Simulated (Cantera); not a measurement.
Input (Python, Cantera) and output of one run.

```python
import numpy as np
import cantera as ct

gas_names = """
    AL ALCL ALCL2 ALCL3 ALH ALN ALO ALOCL ALOH ALO2 ALO2H AL2 AL2CL6 AL2O AL2O2 CL CLO CL2 H HALO HCL
    HNO HNO2 HNO3 HOCL HO2 H2 H2O H2O2 N NH NH2 NH3 NH2OH NO NO2 NO3 N2 N2H2 N2H4 N2O O OH O2 O3
""".split()
cond_names = """
    AL(cr) AL(L) ALCL3(s) ALCL3(L) ALN(s) AL2O3(a) AL2O3(L) H2O(s) H2O(L) NH4CL(a) NH4CL(b)
""".split()


def load(file, names, dense=False):
    # The tables refer to 1 bar. Condensed volumes are neglected.
    table = {s.name: s for s in ct.Species.list_from_file(file)}
    out = []
    for n in names:
        d = dict(table[n].input_data)
        d["thermo"] = dict(d["thermo"], **{"reference-pressure": 1e5})
        if dense:
            d["equation-of-state"] = {"model": "constant-volume", "density": "1e6 g/cm^3"}
        out.append(ct.Species.from_dict(d))
    return out


gas = ct.Solution(thermo="ideal-gas", species=load("nasa_gas.yaml", gas_names))
cond = {s.name: ct.Solution(thermo="fixed-stoichiometry", species=[s], name=s.name)
        for s in load("nasa_condensed.yaml", cond_names, dense=True)}
atoms = {
    'AlCl3': {'AL': 1, 'CL': 3},
    'H2O': {'H': 2, 'O': 1},
    'N2': {'N': 2},
}
top_T = {'ALN(s)': 2750}  # K; cautious upper limits of use, not melting points


def equilibrate(T, P, feed):
    n = {}
    for name, mol in feed.items():
        for a, k in atoms[name].items():
            n[a] = n.get(a, 0.0) + k * mol
    gas.TPX = T, P, n
    mass = sum(n.values()) * gas.mean_molecular_weight
    gas.equilibrate("TP")
    valid = [c for c in cond.values() if c.min_temp <= T <= top_T.get(c.name, c.max_temp)]
    mix = ct.Mixture([(gas, mass / gas.mean_molecular_weight)] + [(c, 0.0) for c in valid])
    mix.T, mix.P = T, P
    mix.equilibrate("TP", solver="vcs", rtol=1e-11, max_steps=5000)
    return mix


results = []
feed = {'AlCl3': 1, 'H2O': 20, 'N2': 3.9}  # mol
P = 10000  # Pa
for T in [1250, 1350, 1450, 1550, 1650, 1750, 1850, 1950]:
    mix = equilibrate(T, P, feed)
    results.append((T, P, feed, dict(zip(mix.species_names, mix.species_moles))))
    x = sorted(zip(gas.X, gas.species_names), reverse=True)
    print(f"T = {T:g} K  P = {P:g} Pa  gas = {mix.phase_moles(0):.4g} mol")
    print("   x: " + "  ".join(f"{s} {v:.3e}" for v, s in x if v > 0.0001))
    print("   condensed (mol): " + ("  ".join(f"{mix.phase(i).name} {mix.phase_moles(i):.4g}"
          for i in range(1, mix.n_phases) if mix.phase_moles(i) > 1e-12) or "none"))
```

Output:

```
T = 1250 K  P = 10000 Pa  gas = 25.4 mol
   x: H2O 7.283e-01  N2 1.535e-01  HCL 1.181e-01
   condensed (mol): AL2O3(a) 0.5
T = 1350 K  P = 10000 Pa  gas = 25.4 mol
   x: H2O 7.282e-01  N2 1.535e-01  HCL 1.180e-01
   condensed (mol): AL2O3(a) 0.5
T = 1450 K  P = 10000 Pa  gas = 25.4 mol
   x: H2O 7.280e-01  N2 1.535e-01  HCL 1.179e-01  H2 2.581e-04  CL 1.788e-04
   condensed (mol): AL2O3(a) 0.5
T = 1550 K  P = 10000 Pa  gas = 25.41 mol
   x: H2O 7.276e-01  N2 1.535e-01  HCL 1.177e-01  H2 6.192e-04  CL 3.760e-04  O2 1.803e-04
   condensed (mol): AL2O3(a) 0.5
T = 1650 K  P = 10000 Pa  gas = 25.42 mol
   x: H2O 7.266e-01  N2 1.534e-01  HCL 1.173e-01  H2 1.342e-03  CL 7.210e-04  O2 4.038e-04  OH 2.574e-04
   condensed (mol): AL2O3(a) 0.5
T = 1750 K  P = 10000 Pa  gas = 25.45 mol
   x: H2O 7.247e-01  N2 1.532e-01  HCL 1.166e-01  H2 2.670e-03  CL 1.280e-03  O2 8.200e-04  OH 6.047e-04
   condensed (mol): AL2O3(a) 0.5
T = 1850 K  P = 10000 Pa  gas = 25.49 mol
   x: H2O 7.213e-01  N2 1.529e-01  HCL 1.156e-01  H2 4.934e-03  CL 2.130e-03  O2 1.535e-03  OH 1.292e-03  NO 1.847e-04  H 1.197e-04
   condensed (mol): AL2O3(a) 0.5
T = 1950 K  P = 10000 Pa  gas = 25.55 mol
   x: H2O 7.156e-01  N2 1.525e-01  HCL 1.140e-01  H2 8.556e-03  CL 3.350e-03  O2 2.683e-03  OH 2.547e-03  H 3.353e-04  NO 3.307e-04
   condensed (mol): AL2O3(a) 0.5
```

Cantera equilibrium calculation (NASA polynomials, part measured and part estimated; ideal gas, pure solids and liquids). Gases not in the tables: Al(OH)3.
